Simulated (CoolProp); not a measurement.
R142b at 298.15 K and 2.46 MPa flows at 0.3 m/s in a round tube of 4.6 mm bore and 15 µm roughness, fully developed (64/Re and Nu = 3.66 if laminar; Colebrook and Gnielinski if turbulent). Each further row changes one setting.

The numbers come from the reference Helmholtz-energy equation of state, Lemmon 2006 in CoolProp. It is a short technical equation, of lower accuracy than the large ones.

| case | Reynolds number | Darcy friction factor | pressure drop (Pa/m) | heat-transfer coefficient (W/(m² K)) | mass flow (kg/h) |
|---|---|---|---|---|---|
| as stated | 6510 | 0.0386 | 422 | 796 | 20.1 |
| velocity 0.6 m/s | 13000 | … | 1480 | 1580 | 40.2 |
| diameter 9.2 mm | 13000 | … | … | 750 | … |

Q: Complete the blanks.

A: 
- velocity 0.6 m/s, Darcy friction factor: 0.0339
- diameter 9.2 mm, Darcy friction factor: 0.0315
- diameter 9.2 mm, pressure drop (Pa/m): 172
- diameter 9.2 mm, mass flow (kg/h): 80.3

Viscosity comes from a separate model (Huber 2003), an estimate that may be off by 10 % or more. Thermal conductivity comes from a separate model (Huber 2003), an estimate that may be off by 10 % or more.
